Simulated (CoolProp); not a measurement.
Properties of methane along the isotherm 183.8 K.

Model: reference Helmholtz-energy equation of state, Setzmann 1991, in CoolProp.

| p (kPa) | phase | density (kg/m³) | cv (kJ/(kg K)) | Prandtl number |
|---|---|---|---|---|
| 256 | gas | 2.745 | 1.578 | 0.774 |
| 511 | gas | 5.603 | 1.593 | 0.786 |
| 767 | gas | 8.611 | 1.609 | 0.801 |
| 1020 | gas | 11.74 | 1.627 | 0.819 |
| 1280 | gas | 15.14 | 1.647 | 0.841 |
| 1530 | gas | 18.62 | 1.668 | 0.866 |
| 1790 | gas | 22.49 | 1.692 | 0.897 |
| 2040 | gas | 26.51 | 1.717 | 0.935 |
| 2300 | gas | 31.07 | 1.748 | 0.985 |

Viscosity comes from a separate model (Quiñones-Cisneros 2006). Thermal conductivity comes from a separate model (Friend 1989).
